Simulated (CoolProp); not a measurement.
Vapour-liquid equilibrium of n-butane (1) + benzene (2) at 0.441 MPa; x and y are mole fractions of (1).

Model: multi-fluid Helmholtz-energy mixture model, Bücker 2006 and Thol 2012; pair parameters Bell 2016, in CoolProp.

Problem. Give the bubble temperature and the first vapour's composition at x = 0.05, 0.575, 0.95. Is there an azeotrope?

Solution. x = 0.05: 397.8 K, y = 0.258; x = 0.575: 335.1 K, y = 0.929; x = 0.95: 320.5 K, y = 0.992. No azeotrope shows between x = 0.05 and 0.95.

The pair parameters rest on a limited set of measurements; away from them the model extrapolates.
